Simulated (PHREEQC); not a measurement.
Dissolve 0.23 mol/kgw NaH2PO4 and 0.0032 mol/kgw H2SO4 at 33 °C. Closed to the air; pH follows from the charge balance.

Computed with PHREEQC (ion-association model, wateq4f.dat).

**Question.** The ionic strength comes out as 0.232 mol/kgw. What activity coefficients do HPO4-2, NaHPO4-, Na+, NaSO4-, H+ get?

**Answer.** HPO4-2 0.28, NaHPO4- 0.73, Na+ 0.73, NaSO4- 0.73, H+ 0.79.

This is a speciation only: nothing precipitates in the calculation. H3PO4, which wateq4f.dat lacks, is added to it with the constant of phreeqc.dat.
